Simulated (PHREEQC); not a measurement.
**Acid rinse or clean: an equilibrium model**

Make-up at 90 °C: 0.12 mol HCl, 0.25 mol CuSO4 and 0.00017 mol CuCl2 per kg of water. It is in equilibrium with CO2 at log p = -3.5 (atm). Otherwise closed; pH follows from the charge balance.

Computed with PHREEQC (ion-association model, phreeqc.dat).

The pH is 1.94. The ionic strength is 0.490 mol/kgw and the activity of water is 0.991. The density comes out as 1.003 g/cm³. The total alkalinity is -120 meq/kg.

| species | molality | activity | log γ |
|---|---|---|---|
| Cu+2 | 0.116 | 0.0246 | -0.675 |
| HSO4- | 0.104 | 0.0730 | -0.155 |
| CuSO4 | 0.0766 | 0.0858 | 0.049 |
| SO4-2 | 0.0691 | 0.0118 | -0.768 |
| Cl- | 0.0621 | 0.0382 | -0.211 |
| CuCl+ | 0.0560 | 0.0345 | -0.210 |
| H+ | 0.0157 | 0.0116 | -0.130 |

Precipitation was switched off in this run. Away from 25 °C the constants follow the database's enthalpies or fits; those with neither stay at their 25 °C values.
